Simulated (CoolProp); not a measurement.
A Linde-Hampson liquefier for CF4 (R14): isothermal reversible compression at 320 K from 1 atm to 40 MPa, throttling to 1 atm, return gas leaving the recuperator 0 K below the feed. Each further row changes one setting.

Model: reference Helmholtz-energy equation of state, Platzer 1990, in CoolProp. This equation is an older, rougher fit; its heat capacities, sound speeds and derivatives of the liquid may be far off and weren't checked against measurements.

```json
[
 {"case": "as stated", "liquid yield per pass": "[?]", "compression work (kJ/kg of gas)": "169"},
 {"case": "warm-end temperature 350 K", "liquid yield per pass": "[?]", "compression work (kJ/kg of gas)": "[?]"},
 {"case": "warm-end gap 5 K", "liquid yield per pass": "[?]", "compression work (kJ/kg of gas)": "169"}
]
```

Question: Complete the blanks.

Answer: 
- as stated, liquid yield per pass: 0.253
- warm-end temperature 350 K, liquid yield per pass: 0.203
- warm-end temperature 350 K, compression work (kJ/kg of gas): 190
- warm-end gap 5 K, liquid yield per pass: 0.242
